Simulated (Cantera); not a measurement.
Charge: 1 mol Si2Cl6, a varied amount of N2, 0.8 mol H2, held at 475 °C and 6.23 Torr.

These are equilibrium values from Cantera (NASA tables, ideal gas, pure condensed phases), not measurements of a reactor. Candidate condensed phases: NH4Cl, Si, Si3N4; 28 gas species. The feed counts by its element totals alone. N2 is the only nitrogen source here; it is nearly inert below about 1500 K, so the nitride shown seldom forms there in practice. The numbers say what is thermodynamically allowed, not how fast it happens.

Task: What share of the Si ends up in condensed phases as a function of n(N2) (mol), at 0.33, 0.47, 0.68, 0.98, 1.4, 2, 3, 4.3, 6.1, 8.8, 13, 18, 27?

Result: 
| n(N2) (mol) | Si condensed (%) | as |
|---|---|---|
| 0.33 | 24.8 | Si3N4(s) |
| 0.47 | 33.0 | Si3N4(s) |
| 0.68 | 35.0 | Si3N4(s) |
| 0.98 | 36.0 | Si3N4(s) |
| 1.4 | 36.8 | Si3N4(s) |
| 2 | 37.4 | Si3N4(s) |
| 3 | 38.1 | Si3N4(s) |
| 4.3 | 38.7 | Si3N4(s) |
| 6.1 | 39.2 | Si3N4(s) |
| 8.8 | 39.7 | Si3N4(s) |
| 13 | 40.3 | Si3N4(s) |
| 18 | 40.7 | Si3N4(s) |
| 27 | 41.3 | Si3N4(s) |
